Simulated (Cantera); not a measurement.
Standard-state values (1 bar) from the NASA 1993 polynomials, evaluated with Cantera. Values are per mole of reaction as written; species without (g) are pure solids or liquids, kept so even where they would boil at 1 bar. TiC: taken at fixed stoichiometry.

**Question.** Between 1148 and 2048 K, where is each reaction favourable under standard conditions?
- 2 TiO2 + CO(g) ⇌ CO2(g) + Ti2O3
- Ti2O3 + TiC ⇌ 3 TiO(g) + C
- 5 C + Ti2O3 ⇌ 2 TiC + 3 CO(g)

**Answer.** 
- 2 TiO2 + CO(g) ⇌ CO2(g) + Ti2O3: ΔG° is 87 kJ at 1148 K and 72 kJ at 2048 K; it stays positive (K < 1). ΔH° is 115 kJ and ΔS° 21 J/K at 2048 K.
- Ti2O3 + TiC ⇌ 3 TiO(g) + C: ΔG° is 1210 kJ at 1148 K and 752 kJ at 2048 K; it stays positive (K < 1). ΔH° is 1758 kJ and ΔS° 491 J/K at 2048 K.
- 5 C + Ti2O3 ⇌ 2 TiC + 3 CO(g): ΔG° is 221 kJ at 1148 K and -208 kJ at 2048 K; it changes sign between 1548 and 1648 K. ΔH° is 741 kJ and ΔS° 463 J/K at 2048 K.
